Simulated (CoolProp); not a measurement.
Vapour-liquid equilibrium of R152A (1) + isobutene (2) at 13.55 °C; x and y are mole fractions of (1).

The numbers come from the multi-fluid Helmholtz-energy mixture model, Outcalt 1996 and Lemmon 2005; pair parameters Bell 2016 in CoolProp.

| x | bubble pressure, mixture model (MPa) | bubble pressure, Raoult's law (MPa) | y, mixture model | y, Raoult's law |
|---|---|---|---|---|
| 0.05 | 0.2488 | 0.2226 | 0.177 | 0.094 |
| 0.125 | 0.2923 | 0.2380 | 0.338 | 0.220 |
| 0.2 | 0.3253 | 0.2535 | 0.438 | 0.330 |
| 0.275 | 0.3506 | 0.2690 | 0.509 | 0.428 |
| 0.35 | 0.3703 | 0.2845 | (withheld) | 0.515 |
| 0.425 | 0.3860 | 0.3000 | 0.608 | 0.593 |
| 0.5 | 0.3986 | 0.3154 | 0.648 | 0.664 |
| 0.575 | 0.4089 | 0.3309 | (withheld) | 0.727 |
| 0.65 | 0.4170 | 0.3464 | 0.725 | 0.786 |
| 0.725 | (withheld) | 0.3619 | 0.767 | 0.839 |
| 0.8 | 0.4268 | 0.3774 | 0.815 | 0.888 |
| 0.875 | 0.4276 | 0.3929 | 0.871 | 0.932 |
| 0.95 | 0.4241 | 0.4083 | 0.941 | 0.974 |

Problem. Fill in the missing entries.

Solution. 
- 0.35, y, mixture model: 0.563
- 0.575, y, mixture model: 0.686
- 0.725, bubble pressure, mixture model (MPa): 0.4231

The largest gap from Raoult's law is +30.3 % in bubble pressure, at x = 0.275. y crosses x between x = 0.8 and 0.875: the model has an azeotrope there.

The pair parameters rest on a limited set of measurements; away from them the model extrapolates.
